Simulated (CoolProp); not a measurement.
Properties of the fluoroketone C6F12O (FK-5-1-12) along the isotherm 343.4 K (Tc = 441.8 K, pc = 1.869 MPa, ω = 0.471).

The numbers come from the reference Helmholtz-energy equation of state, McLinden 2015 in CoolProp.

| p (MPa) | phase | density (kg/m³) | cp (kJ/(kg K)) | cv (kJ/(kg K)) | speed of sound (m/s) | fugacity coefficient |
|---|---|---|---|---|---|---|
| 0.0148 | gas | 1.650 | 0.9010 | 0.8737 | 95.84 | 0.9930 |
| 0.023 | gas | 2.574 | 0.9021 | 0.8742 | 95.49 | 0.9892 |
| 0.0358 | gas | 4.032 | 0.9040 | 0.8751 | 94.94 | 0.9832 |
| 0.0558 | gas | 6.348 | 0.9070 | 0.8765 | 94.05 | 0.9738 |
| 0.0869 | gas | 10.05 | 0.9119 | 0.8788 | 92.62 | 0.9591 |
| 0.135 | gas | 16.03 | 0.9205 | 0.8824 | 90.28 | 0.9365 |
| 0.211 | liquid | 1455 | 1.146 | 0.9192 | 364.0 | 0.8603 |
| 0.328 | liquid | 1456 | 1.146 | 0.9191 | 365.6 | 0.5584 |
| 0.511 | liquid | 1458 | 1.145 | 0.9190 | 368.0 | 0.3634 |
| 0.795 | liquid | 1460 | 1.143 | 0.9187 | 371.7 | 0.2387 |
| 1.24 | liquid | 1464 | 1.140 | 0.9184 | 377.3 | 0.1583 |
| 1.93 | liquid | 1470 | 1.137 | 0.9180 | 385.7 | 0.1071 |
| 3 | liquid | 1479 | 1.132 | 0.9174 | 398.1 | 0.07468 |
| 4.67 | liquid | 1491 | 1.126 | 0.9167 | 416.0 | 0.05433 |
